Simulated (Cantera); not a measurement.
Feed: 1 mol LiCl, 3 mol O₂, 0.27 mol H₂, held at 4.80 Torr.

These are equilibrium values from Cantera (NASA tables, ideal gas, pure condensed phases), not measurements of a reactor. Candidate condensed phases: H₂O, Li, LiCl, LiH, LiOH, Li₂O; 25 gas species. Equilibrium is a limit: real reactors are often held back by kinetics, nucleation or transport.

x: gas mole fraction; n: condensed amount in mol.

| T (K) | x O₂ | x LiCl | x H₂O | x Li₂Cl₂ | x O | x OH | x Cl | n LiCl(s) |
|---|---|---|---|---|---|---|---|---|
| 873 | 0.910 | 0.00135 | 0.0857 | 0.00282 | 2.26e-11 | 3.17e-8 | 4.04e-9 | 0.976 |
| 1073 | 0.751 | … | 0.0706 | … | … | … | … | 0 |
| 1273 | 0.701 | 0.220 | 0.0654 | 0.0121 | 1.13e-6 | 2.95e-5 | 2.31e-5 | 0 |
| 1473 | 0.693 | 0.238 | 0.0637 | 0.00110 | 2.91e-5 | 0.000234 | 0.000169 | 0 |
| 1673 | 0.692 | 0.238 | 0.0619 | … | … | … | … | 0 |
| 1873 | 0.688 | 0.236 | 0.0587 | 3.43e-5 | 0.00245 | 0.00384 | 0.00215 | 0 |
| 2073 | 0.676 | 0.230 | 0.0527 | 9.72e-6 | 0.0118 | 0.00993 | 0.00510 | 0 |
| 2273 | 0.641 | 0.217 | 0.0425 | 3.22e-6 | 0.0424 | 0.0202 | 0.0108 | 0 |

### Question
What belongs in the gaps?

### Answer

- 1073, x LiCl: 0.0962
- 1073, x Li₂Cl₂: 0.0795
- 1073, x O: 1.35e-8
- 1073, x OH: 1.78e-6
- 1073, x Cl: 1.05e-6
- 1673, x Li₂Cl₂: 0.000159
- 1673, x O: 0.000348
- 1673, x OH: 0.00113
- 1673, x Cl: 0.000721
